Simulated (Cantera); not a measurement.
Input: 1 mol HMDSO, 0.12 mol NO, held at 352 °C and 13.3 mbar.

Cantera equilibrium calculation (NASA polynomials, part measured and part estimated; ideal gas, pure solids and liquids). Candidate condensed phases: C, C6H6, C7H8, C8H18, H2O, Si, SiC, SiO2, Si2N2O, Si3N4; 151 gas species. The feed counts by its element totals alone. The numbers say what is thermodynamically allowed, not how fast it happens.

Question: What is the equilibrium state?

Answer: 
| Property | Value |
|---|---|
| x(H2) | 0.692 |
| x(CH4) | 0.308 |
| n(C(graphite)) | 2.53 mol |
| n(SiC(s)) | 1.35 mol |
| n(SiO2(α-quartz)) | 0.530 mol |
| n(Si2N2O(s)) | 0.0600 mol |
| gas amount | 6.878 mol |
| log10 activity of Si(s) (absent) | -5.70 |
